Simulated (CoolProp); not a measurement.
Aqueous ammonia as a coolant, 19 % by mass, freezing at -33.5 °C, 1 atm.

The numbers come from the Melinder's fits for secondary coolants in CoolProp.

```tsv
T (°C)	density (kg/m³)	conductivity (W/(m K))	viscosity (mPa s)	cp (kJ/(kg K))
-31.4	943.2	0.394	8.51	[?]
-23.8	941.7	0.408	5.69	4.273
-16.2	939.7	0.421	4.03	4.256
-8.6	937.5	[?]	2.99	4.243
-1	934.9	0.447	2.31	[?]
6.6	[?]	0.460	1.83	[?]
14.1	928.8	0.473	1.48	4.214
21.7	925.3	0.486	1.21	4.207
```

Fill in the missing entries.


- -31.4, cp (kJ/(kg K)): 4.292
- -8.6, conductivity (W/(m K)): 0.434
- -1, cp (kJ/(kg K)): 4.231
- 6.6, density (kg/m³): 932.0
- 6.6, cp (kJ/(kg K)): 4.222
